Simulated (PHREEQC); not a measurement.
NaOH is added in steps, without added water, to 1 kg of water holding 40 mmol/kgw HBr and 1.8 mmol/kgw NiCl2, at 25 °C. Oxygen is held at 0.21 atm. The system is closed to CO2. Only these solids could form: Ni(OH)2, Halite.

Base run: PHREEQC, ion-association model, wateq4f.dat. Each further column changes one thing. The table gives pH.

```csv
NaOH added (mol),base,diluted 10-fold with water,no solid may form
0,1.46,2.43,1.46
0.0047,1.52,10.50,1.52
0.01057,1.60,11.75,1.60
0.01528,1.67,11.98,1.67
0.02115,1.79,12.16,1.79
0.02585,1.92,12.26,1.92
0.03173,2.15,12.36,2.15
0.03642,2.51,12.43,2.51
0.0423,7.17,12.49,9.77
0.047,11.44,12.54,11.25
```

The database's Ni(OH)2 is the aged solid; a fresh precipitate is more soluble. In at least one series the solution becomes supersaturated in solids that the run did not let form, among them Ni(OH)2.
